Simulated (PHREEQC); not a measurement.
A column of 1 m (40 cells, dispersivity 0.035 m, 3600 s a shift, diffusion coefficient 3e-10 m²/s) holds 0.26 eq of the database's cation exchanger X per kg of pore water, first in equilibrium with 0.00038 mol CdCl2, 0.00045 mol KCl and 1e-05 mol HCl per kg of water. It is flushed with 0.01 mol/kgw Na2SO4, 0.096 mol/kgw KCl and 1e-05 mol/kgw HCl, at 40 °C. Values are for the last cell. CO2 from the air is kept out. Precipitation was switched off in this run.

The series has 32 steps of pore volumes, from 0 to 6.987.

All values are PHREEQC results (ion-association model, phreeqc.dat), not measurements.

**Question.** After how many pore volumes does Na at the outlet first reach half of its feed value?

**Answer.** By 1.8 pore volumes; it later peaks at 0.0228 mol/kgw, above the feed's 0.0200.

**Question.** After how many pore volumes does S at the outlet first reach half of its feed value?

**Answer.** By 1.1 pore volumes.

Away from 25 °C the constants follow the database's enthalpies or fits; those with neither stay at their 25 °C values.
